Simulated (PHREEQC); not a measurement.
## Acid rinse or clean: speciation

A solution holds 0.074 mol HF, 0.27 mol ZnSO4 and 0.013 mol KCl per kg of water, at 25 °C. Closed to the air; pH follows from the charge balance.

Equilibrium calculation in PHREEQC: ion-association model, wateq4f.dat.

Each row changes one thing in this solution. This is a speciation only: nothing precipitates in the calculation.

| case | pH | ionic strength (mol/kgw) | K+ (mol/kgw) |
|---|---|---|---|
| as made | 2.31 | 0.515 | 0.0118 |
| KCl replaced by KNO3 at the same molality | 2.31 | 0.516 | 0.0118 |
| diluted 5-fold with water | 2.67 | ___ | ___ |
| ZnSO4 left out | 2.19 | 0.0203 | 0.0130 |
| HF left out | 5.42 | 0.505 | 0.0118 |
| temperature from 25 to 55 °C | ___ | ___ | 0.0113 |
| diluted 10-fold with water | 2.83 | 0.0659 | 0.00125 |

**Question.** What belongs in the gaps?

**Answer.** 
- diluted 5-fold with water, ionic strength (mol/kgw): 0.120
- diluted 5-fold with water, K+ (mol/kgw): 0.00246
- temperature from 25 to 55 °C, pH: 2.50
- temperature from 25 to 55 °C, ionic strength (mol/kgw): 0.499

wateq4f.dat counts part of the HF as a dimer, H2F2, which phreeqc.dat doesn't know; its constant is uncertain. Constants without temperature data keep their 25 °C values here.
